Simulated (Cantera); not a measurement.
Charge: 1 mol HI, 0.1 mol O2, at 1 atm.

These are equilibrium values from Cantera (NASA tables, ideal gas, pure condensed phases), not measurements of a reactor. Candidate condensed phases: H2O, I2; 12 gas species. Equilibrium is a limit: real reactors are often held back by kinetics, nucleation or transport.

log p: log10 of the partial pressure in bar; nothing condenses.

| T (°C) | log p I | log p H2 | log p H2O | log p HI | log p H | log p I2 | log p OH |
|---|---|---|---|---|---|---|---|
| 1877 | -0.22 | -0.79 | -0.85 | -0.99 | -2.77 | -2.27 | -3.72 |
| 1927 | -0.22 | -0.78 | -0.85 | -1.03 | -2.64 | -2.34 | -3.56 |
| 1977 | -0.21 | -0.78 | -0.85 | -1.07 | [?] | [?] | [?] |
| 2027 | -0.21 | -0.77 | -0.85 | -1.11 | -2.40 | -2.49 | -3.28 |
| 2077 | -0.21 | -0.77 | -0.86 | -1.14 | -2.29 | -2.56 | -3.14 |
| 2127 | -0.20 | -0.76 | -0.86 | -1.18 | -2.18 | -2.63 | -3.01 |
| 2177 | -0.20 | -0.76 | -0.86 | -1.21 | -2.08 | -2.69 | -2.89 |
| 2227 | -0.20 | -0.76 | -0.87 | -1.25 | -1.98 | -2.76 | -2.77 |
| 2277 | -0.20 | -0.76 | -0.87 | -1.28 | [?] | [?] | [?] |
| 2327 | -0.20 | -0.76 | -0.87 | -1.32 | -1.79 | -2.88 | -2.55 |
| 2377 | -0.20 | -0.76 | -0.88 | -1.35 | -1.71 | -2.94 | -2.44 |

### Question
What belongs in the gaps?

### Answer

- 1977, log p H: -2.52
- 1977, log p I2: -2.42
- 1977, log p OH: -3.42
- 2277, log p H: -1.88
- 2277, log p I2: -2.82
- 2277, log p OH: -2.66
